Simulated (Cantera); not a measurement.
An adiabatic, constant-pressure homogeneous reactor starts with CO : H2 : CH4 : O2 : N2 = 1 : 0.4 : 0.19 : 1.32 : 8.69 (molar parts), equivalence ratio 0.82, at 1400 K and 1000000 Pa. Integrator tolerance rtol = 1e-08.

Model: GRI-Mech 3.0 (53 species, 325 reactions), integrated in Cantera.

**Question.** What does this change do: initial temperature 1400 to 1200 K?

**Answer.** 
```csv
quantity,before,after
time of steepest temperature rise,21.0 µs,0.157 ms
temperature at 0.300 s,2525 K,2388 K
equilibrium temperature,2525 K,2388 K
x(CO) at 0.300 s,0.00902 (gas-phase equilibrium 0.00902),0.00457 (gas-phase equilibrium 0.00457)
x(H2) at 0.300 s,0.000984 (gas-phase equilibrium 0.000984),0.000519 (gas-phase equilibrium 0.000519)
x(CH4) at 0.300 s,<1e-12 (gas-phase equilibrium <1e-12),<1e-12 (gas-phase equilibrium <1e-12)
x(N2O) at 0.300 s,1.36e-6 (gas-phase equilibrium 1.36e-6),1.04e-6 (gas-phase equilibrium 1.04e-6)
x(H) at 0.300 s,0.000280 (gas-phase equilibrium 0.000280),0.000109 (gas-phase equilibrium 0.000109)
x(C2H) at 0.300 s,<1e-12 (gas-phase equilibrium <1e-12),<1e-12 (gas-phase equilibrium <1e-12)
```
